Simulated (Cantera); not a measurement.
# Reactions in the system C-Mg-S

Source: NASA polynomial tables (part measured, part estimated), evaluated in Cantera. Values are per mole of reaction as written; species without (g) are pure solids or liquids, kept so even where they would boil at 1 bar.

2 Mg + CS2(g) → C + 2 MgS

| T (K) | ΔH° (kJ) | ΔS° (J/K) | ΔG° (kJ) | log10 K |
|---|---|---|---|---|
| 723 | -806.2 | -192.1 | -667.3 | 48.21 |
| 748 | -806.1 | -192.0 | -662.5 | 46.26 |
| 773 | -806.0 | -191.8 | -657.7 | 44.44 |
| 798 | -805.9 | -191.7 | -652.9 | 42.74 |
| 823 | -805.8 | -191.6 | -648.1 | 41.13 |
| 848 | -805.8 | -191.6 | -643.3 | 39.63 |
| 873 | -805.7 | -191.5 | -638.5 | 38.20 |
| 898 | -805.7 | -191.5 | -633.7 | 36.86 |

MgS → Mg(g) + S

```json
[
 {"T (K)": "723", "ΔH° (kJ)": "497.4", "ΔS° (J/K)": "140.5", "ΔG° (kJ)": "395.8", "log10 K": "-28.59"},
 {"T (K)": "748", "ΔH° (kJ)": "497.4", "ΔS° (J/K)": "140.5", "ΔG° (kJ)": "392.2", "log10 K": "-27.39"},
 {"T (K)": "773", "ΔH° (kJ)": "497.4", "ΔS° (J/K)": "140.5", "ΔG° (kJ)": "388.7", "log10 K": "-26.27"},
 {"T (K)": "798", "ΔH° (kJ)": "497.4", "ΔS° (J/K)": "140.5", "ΔG° (kJ)": "385.2", "log10 K": "-25.21"},
 {"T (K)": "823", "ΔH° (kJ)": "497.4", "ΔS° (J/K)": "140.6", "ΔG° (kJ)": "381.7", "log10 K": "-24.23"},
 {"T (K)": "848", "ΔH° (kJ)": "497.4", "ΔS° (J/K)": "140.6", "ΔG° (kJ)": "378.2", "log10 K": "-23.30"},
 {"T (K)": "873", "ΔH° (kJ)": "497.5", "ΔS° (J/K)": "140.7", "ΔG° (kJ)": "374.7", "log10 K": "-22.42"},
 {"T (K)": "898", "ΔH° (kJ)": "497.6", "ΔS° (J/K)": "140.8", "ΔG° (kJ)": "371.2", "log10 K": "-21.59"}
]
```
